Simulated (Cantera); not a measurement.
An isothermal, constant-pressure homogeneous reactor starts with CH4 : H2 : CO2 = 0.002 : 1 : 0.0057 (molar parts), at 2775 K and 0.0691 atm.

Cantera simulation using GRI-Mech 3.0 (53 species, 325 reactions); the numbers are that mechanism's predictions, not measurements.

One state of this run: x CH4 = 6.32e-12; x H2 = 0.747; x CO2 = 3.75e-6; x CH2 = 1.96e-11; x CH2CO = <1e-12; x C2H = <1e-12; x C2H6 = <1e-12. x: mole fraction; the columns are a selection and need not sum to one.

Question: Which value of t (s) does it belong to?
A. 0.00973
B. 0.0700
C. 0.000700
D. 0.0363

Answer: B, 0.0700
